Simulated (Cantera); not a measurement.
Input: 1 mol Fe, 0.028 mol SO2, 11 mol N2, at 3.70 bar.

Equilibrium computed with Cantera from the NASA thermochemical tables; the gas is ideal and each condensed phase is pure. Candidate condensed phases: Fe, FeO, FeS, FeSO4, FeS2, Fe2O3, Fe2(SO4)3, Fe3O4, S; 19 gas species. Metal and sulfide melt together well below either melting point, which pure phases cannot show. Mutual solubility and eutectic melting of coexisting phases are not modelled. The tables' stoichiometric FeO is somewhat more stable than real wüstite, so its field is too wide. FeO, FeS: taken at fixed stoichiometry. Kinetics and transport are ignored.

log p: log10 of the partial pressure in bar; n: condensed amount in mol.

```csv
T (°C),log p N2,log p S2,log p SO2,log p SO,log p Fe,log p S,n Fe(γ),n FeO(s),n FeS(s),n FeS(l)
1052,0.57,-6.15,-7.32,(withheld),-8.66,-8.46,0.916,0.0560,0.0280,0
1102,0.57,-5.70,-6.84,(withheld),-8.09,-7.93,0.916,0.0560,0.0280,0
1152,0.57,-5.29,-6.39,(withheld),-7.55,-7.43,0.916,0.0560,0.0280,0
1202,0.57,-4.92,-5.99,(withheld),-7.06,-6.98,0.916,0.0560,0,0.0279
1252,0.57,-4.64,-5.64,(withheld),-6.60,-6.58,0.916,0.0560,0,0.0279
1302,0.57,-4.37,-5.32,(withheld),-6.17,-6.22,0.916,0.0560,0,0.0277
1352,0.57,-4.12,-5.02,(withheld),-5.76,-5.87,0.917,0.0559,0,0.0275
```

**Question.** What belongs in the gaps?

**Answer.** 
- 1052, log p SO: -7.82
- 1102, log p SO: -7.29
- 1152, log p SO: -6.81
- 1202, log p SO: -6.36
- 1252, log p SO: -5.98
- 1302, log p SO: -5.62
- 1352, log p SO: -5.28
